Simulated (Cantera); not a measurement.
What does this Cantera script print?

```python
import numpy as np
import cantera as ct

gas_names = """
    CL CL2 H HCL H2 N NH NH2 NH3 N2 N2H2 N2H4 Si SiCL SiCL2 SiCL3 SiCL4 SiH SiHCL3 SiH2 SiH2CL2 SiH3
    SiH3CL SiH4 SiN Si2 Si2N Si3
""".split()
cond_names = """
    NH4CL(a) NH4CL(b) Si(cr) Si(L) Si3N4(a)
""".split()


# ... load() reads the species with a 1 bar reference pressure and builds the phases ...
atoms = {
    'Si3N4': {'Si': 3, 'N': 4},
    'HCl': {'H': 1, 'CL': 1},
    'N2': {'N': 2},
}
top_T = {'Si3N4(a)': 2400}  # K; cautious upper limits of use, not melting points


# ... equilibrate(T, P, feed) seeds the gas with the atoms and calls Mixture.equilibrate('TP', solver="vcs", rtol=1e-11, max_steps=5000) ...
results = []
feed = {'Si3N4': 1, 'HCl': 19, 'N2': 62}  # mol
P = 34000  # Pa
for T in [998, 1098, 1198, 1298, 1398, 1498, 1598, 1698, 1798]:
    mix = equilibrate(T, P, feed)
    results.append((T, P, feed, dict(zip(mix.species_names, mix.species_moles))))
    x = sorted(zip(gas.X, gas.species_names), reverse=True)
    print(f"T = {T:g} K  P = {P:g} Pa  gas = {mix.phase_moles(0):.4g} mol")
    print("   x: " + "  ".join(f"{s} {v:.3e}" for v, s in x if v > 1e-05))
    print("   condensed (mol): " + ("  ".join(f"{mix.phase(i).name} {mix.phase_moles(i):.4g}"
          for i in range(1, mix.n_phases) if mix.phase_moles(i) > 1e-12) or "none"))
```

Result:

```
T = 998 K  P = 34000 Pa  gas = 80.29 mol
   x: N2 7.898e-01  HCL 1.311e-01  H2 5.272e-02  SiCL4 2.632e-02  SiHCL3 7.337e-05
   condensed (mol): Si3N4(a) 0.2934
T = 1098 K  P = 34000 Pa  gas = 80.34 mol
   x: N2 7.884e-01  HCL 1.371e-01  H2 4.966e-02  SiCL4 2.472e-02  SiHCL3 1.303e-04  SiCL3 5.489e-05
   condensed (mol): Si3N4(a) 0.333
T = 1198 K  P = 34000 Pa  gas = 80.37 mol
   x: N2 7.872e-01  HCL 1.418e-01  H2 4.721e-02  SiCL4 2.331e-02  SiCL3 2.386e-04  SiHCL3 2.089e-04  SiCL2 2.160e-05
   condensed (mol): Si3N4(a) 0.3628
T = 1298 K  P = 34000 Pa  gas = 80.43 mol
   x: N2 7.863e-01  HCL 1.453e-01  H2 4.533e-02  SiCL4 2.181e-02  SiCL3 8.126e-04  SiHCL3 3.073e-04  SiCL2 1.809e-04
   condensed (mol): Si3N4(a) 0.3803
T = 1398 K  P = 34000 Pa  gas = 80.55 mol
   x: N2 7.853e-01  HCL 1.472e-01  H2 4.415e-02  SiCL4 1.965e-02  SiCL3 2.232e-03  SiCL2 1.083e-03  SiHCL3 4.140e-04
   condensed (mol): Si3N4(a) 0.3721
T = 1498 K  P = 34000 Pa  gas = 80.88 mol
   x: N2 7.838e-01  HCL 1.460e-01  H2 4.422e-02  SiCL4 1.584e-02  SiCL3 4.858e-03  SiCL2 4.758e-03  SiHCL3 4.936e-04  CL 1.649e-05
   condensed (mol): Si3N4(a) 0.3003
T = 1598 K  P = 34000 Pa  gas = 81.64 mol
   x: N2 7.814e-01  HCL 1.387e-01  H2 4.677e-02  SiCL2 1.497e-02  SiCL4 9.865e-03  SiCL3 7.724e-03  SiHCL3 4.775e-04  CL 4.631e-05  H 1.974e-05
   condensed (mol): Si3N4(a) 0.1009
T = 1698 K  P = 34000 Pa  gas = 82.29 mol
   x: N2 7.778e-01  HCL 1.407e-01  H2 4.494e-02  SiCL2 2.395e-02  SiCL3 7.533e-03  SiCL4 4.684e-03  SiHCL3 2.880e-04  CL 1.280e-04  H 5.257e-05
   condensed (mol): none
T = 1798 K  P = 34000 Pa  gas = 82.59 mol
   x: N2 7.749e-01  HCL 1.468e-01  H2 4.151e-02  SiCL2 2.808e-02  SiCL3 6.007e-03  SiCL4 2.081e-03  CL 3.331e-04  SiHCL3 1.469e-04  H 1.230e-04
   condensed (mol): none
```

Method: chemical equilibrium by Gibbs-energy minimisation in Cantera with the NASA 1993 tables (ideal gas, pure condensed phases). The tables' values for SiCl3 are old estimates; treat these amounts as uncertain.
